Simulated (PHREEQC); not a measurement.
Solution (25 °C): 1.5 mol/kgw NH4Cl, 0.015 mol/kgw NaHSO4 and 0.0028 mol/kgw LiCl. Closed to the air; pH follows from the charge balance.

Equilibrium calculation in PHREEQC: ion-association model, phreeqc.dat.

```
Quantity                 Result
-----------------  ------------
pH                         1.99
ionic strength     1.53 mol/kgw
activity of water         0.948
density             1.021 g/cm³
total alkalinity   -15.0 meq/kg
```

| species | molality | activity | log γ |
|---|---|---|---|
| Cl- | 1.50 | 0.887 | -0.229 |
| NH4+ | 1.49 | 0.726 | -0.313 |
| Na+ | 0.0149 | 0.0115 | -0.112 |
| H+ | 0.0141 | 0.0103 | -0.135 |
| NH4SO4- | 0.00803 | 0.00719 | -0.048 |
| SO4-2 | 0.00602 | 0.000769 | -0.894 |
| Li+ | 0.00279 | 0.00183 | -0.183 |
| HSO4- | 0.000864 | 0.000774 | -0.048 |
| NaSO4- | 7.01e-5 | 4.45e-5 | -0.198 |
| LiSO4- | 9.92e-6 | 6.14e-6 | -0.208 |
| NH3 | 2.81e-8 | 4.00e-8 | 0.153 |

This is a speciation only: nothing precipitates in the calculation. Ionic strength above about 0.7 mol/kgw puts this run outside the model's range. Species that the database lacks are ignored.
